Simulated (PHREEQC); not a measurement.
Dissolve 0.042 mol HCl, 0.00015 mol FeSO4 and 5.5e-05 mol MnSO4 per kg of water at 25 °C. Closed to the air; pH follows from the charge balance.

Model: ion-association model, wateq4f.dat, run in PHREEQC.

Precipitation was switched off in this run.

**Question.** Order these Mn species by the share of Mn that they hold, largest first: Mn+2, MnCl+, MnSO4.

**Answer.** Mn+2 (92 %), MnCl+ (7.8 %), MnSO4 (0.26 %)

The pH is 1.44 and the ionic strength 0.0425 mol/kgw. Species that the database lacks are ignored.
